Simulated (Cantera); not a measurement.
# Thermodynamics of silicon carbide growth, feed Si(CH3)4 + C2H4 + H2

A closed system holds: 1 mol Si(CH3)4, 0.0073 mol C2H4, 22 mol H2, equilibrated at 3900 Pa.

Cantera equilibrium calculation (NASA polynomials, part measured and part estimated; ideal gas, pure solids and liquids). Candidate condensed phases: C, C6H6, C7H8, C8H18, Si, SiC; 87 gas species. Gases not in the tables: Si2H6 and higher silanes. The numbers say what is thermodynamically allowed, not how fast it happens.

| T (°C) | log p H2 | log p H | log p C2H2 (acetylene) | log p Si | log p CH4 | log p SiC2 | n C(graphite) | n SiC(s) |
|---|---|---|---|---|---|---|---|---|
| 950 | -1.41 | -7.23 | -8.21 | <-13 | -4.69 | <-13 | 3.00 | 1.00 |
| 1100 | -1.41 | -6.18 | -7.17 | -11.78 | -5.12 | <-13 | 3.01 | 1.00 |
| 1250 | -1.41 | -5.34 | -6.34 | -9.84 | -5.46 | -12.52 | 3.01 | 1.000 |
| 1400 | -1.41 | -4.65 | -5.65 | -8.25 | -5.73 | -10.44 | 3.01 | 1.000 |
| 1550 | -1.41 | -4.07 | -5.08 | -6.93 | -5.97 | -8.71 | 3.00 | 1.000 |
| 1700 | -1.41 | -3.58 | -4.61 | -5.81 | -6.16 | -7.24 | 2.98 | 0.998 |
| 1850 | -1.42 | -3.15 | -4.20 | -4.84 | -6.34 | -5.99 | 2.93 | 0.986 |
| 2000 | -1.43 | -2.79 | -3.85 | -4.01 | -6.51 | -4.91 | 2.88 | 0.901 |
log p: log10 of the partial pressure in bar; n: condensed amount in mol.

From 950 °C to 2000 °C the condensed part is C(graphite) + SiC(s).
